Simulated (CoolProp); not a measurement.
Model: reference Helmholtz-energy equation of state, McLinden 2020, in CoolProp.

### Question
Give the vapour pressure (MPa), liquid density (kg/m³), enthalpy of vaporisation (kJ/kg), liquid cp (kJ/(kg K)) of saturated R1336mzz(Z) at 293 K.

### Answer
| T (K) | p (MPa) | liquid density (kg/m³) | enthalpy of vaporisation (kJ/kg) | liquid cp (kJ/(kg K)) |
|---|---|---|---|---|
| 293 | 0.0599 | 1380 | 171 | 1.21 |
